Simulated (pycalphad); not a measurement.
Computed with pycalphad from the COST 507 light-alloy database (1999), at 1 atm. These are 1990s assessments: newer ones move some temperatures and phases.

Molar enthalpy of Al-16.34Si (wt.%) in equilibrium (SER reference):

```json
[
 {"T (°C)": "1577", "H (kJ/mol)": "61.42", "phases": "liquid"},
 {"T (°C)": "1502", "H (kJ/mol)": "59.10", "phases": "liquid"},
 {"T (°C)": "1427", "H (kJ/mol)": "56.77", "phases": "liquid"},
 {"T (°C)": "1352", "H (kJ/mol)": "54.44", "phases": "liquid"},
 {"T (°C)": "1277", "H (kJ/mol)": "52.11", "phases": "liquid"},
 {"T (°C)": "1202", "H (kJ/mol)": "49.78", "phases": "liquid"},
 {"T (°C)": "1127", "H (kJ/mol)": "47.45", "phases": "liquid"},
 {"T (°C)": "1052", "H (kJ/mol)": "45.12", "phases": "liquid"},
 {"T (°C)": "977", "H (kJ/mol)": "42.80", "phases": "liquid"},
 {"T (°C)": "902", "H (kJ/mol)": "40.47", "phases": "liquid"},
 {"T (°C)": "827", "H (kJ/mol)": "38.15", "phases": "liquid"},
 {"T (°C)": "752", "H (kJ/mol)": "35.83", "phases": "liquid"},
 {"T (°C)": "677", "H (kJ/mol)": "33.51", "phases": "liquid"},
 {"T (°C)": "652", "H (kJ/mol)": "32.74", "phases": "liquid"},
 {"T (°C)": "602", "H (kJ/mol)": "30.16", "phases": "liquid + diamond (Si)"},
 {"T (°C)": "577", "H (kJ/mol)": "15.62", "phases": "fcc + diamond (Si)"},
 {"T (°C)": "552", "H (kJ/mol)": "14.75", "phases": "fcc + diamond (Si)"},
 {"T (°C)": "527", "H (kJ/mol)": "13.89", "phases": "fcc + diamond (Si)"},
 {"T (°C)": "452", "H (kJ/mol)": "11.48", "phases": "fcc + diamond (Si)"},
 {"T (°C)": "377", "H (kJ/mol)": "9.23", "phases": "fcc + diamond (Si)"},
 {"T (°C)": "302", "H (kJ/mol)": "7.11", "phases": "fcc + diamond (Si)"},
 {"T (°C)": "227", "H (kJ/mol)": "5.08", "phases": "fcc + diamond (Si)"}
]
```

Cooling from 652 °C to 577 °C, across the freezing range, releases 17.1 kJ/mol, or 630 J/g. The slope is 31 J/(mol K) in the liquid and 35 J/(mol K) just below the solidus, where it includes any heat of precipitation. Liquidus 636 °C, solidus 577 °C. Changes were sought between steps of 25 K, so a narrower field can be missed.
